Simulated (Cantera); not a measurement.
Input: 1 mol Si3N4, 0.0011 mol O2, 220 mol N2, at 100 Torr.

These are equilibrium values from Cantera (NASA tables, ideal gas, pure condensed phases), not measurements of a reactor. Candidate condensed phases: Si, SiO2, Si2N2O, Si3N4; 16 gas species. Equilibrium is a limit: real reactors are often held back by kinetics, nucleation or transport.

Question: Which condensed phases are stable at each of these points (T (K)): 1925, 1950, 1975, 2000, 2025, 2050, 2075, 2100, 2125, 2150, 2175, 2200?

Answer: 
```
T (K)  condensed phases  Si condensed (%)
-----  ----------------  ----------------
1925           Si3N4(s)              99.2
1950           Si3N4(s)              98.6
1975           Si3N4(s)              97.7
2000              Si(l)              96.6
2025              Si(l)              95.6
2050              Si(l)              94.2
2075              Si(l)              92.5
2100              Si(l)              90.4
2125              Si(l)              87.6
2150              Si(l)              84.2
2175              Si(l)              79.9
2200              Si(l)              74.5
```

From 1925 K to 1975 K the condensed part is Si3N4(s). From 2000 K to 2200 K the condensed part is Si(l).
